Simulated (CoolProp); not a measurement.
Model: reference Helmholtz-energy equation of state, Bücker 2006, in CoolProp.

For n-butane, give the phase and the density (kg/m³), expansivity (1/kK), conductivity (mW/(m K)), fugacity coefficient at -38.95 °C and 109 bar; -24.35 °C and 109 bar.


- -38.95 °C and 109 bar: liquid; density 650, expansivity 1.41, conductivity 139, fugacity coefficient 0.00267
- -24.35 °C and 109 bar: liquid; density 637, expansivity 1.46, conductivity 132, fugacity coefficient 0.00540

Thermal conductivity comes from a separate model (Perkins 2002).
